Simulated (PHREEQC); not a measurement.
## Ultrapure water in contact with air or piping: speciation

Synthetic water in mmol/kgw, 20 °C, pH 5.64, pe 12.4:

```csv
constituent,mmol/kgw
Na,0.00709
K,0.00324
Ca,0.00155
Mg,0.00284
Cl,0.00378
S(6),0.000865
Alkalinity (meq/kgw),0.0129
Li,4.74e-06
Cu(2),2.2e-05
```

Valence states are taken as typed.

The numbers come from PHREEQC with the ion-association model, phreeqc.dat.

Precipitation was switched off in this run.

Estimate the charge-balance error.

charge-balance error 1.8 %.

In which forms is C present?

CO2 85 %, HCO3- 15 % of the C.

Species that the database lacks are ignored.
